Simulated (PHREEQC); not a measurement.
Solution (20 °C): 0.023 mol KOH, 0.31 mol Cd(NO3)2 and 0.00047 mol HBr per kg of water. Closed to the air; pH follows from the charge balance.

Computed with PHREEQC (ion-association model, wateq4f.dat).

Precipitation was switched off in this run.

### Question
Predict the pH.

### Answer
pH 9.06.

### Question
In which forms is Br present?

### Answer
CdBr+ 91 %, Br- 9.2 % of the Br.

Examples of supersaturated solids here: Cd(OH)2. Others may be too. Ionic strength above about 0.7 mol/kgw puts this run outside the model's range.
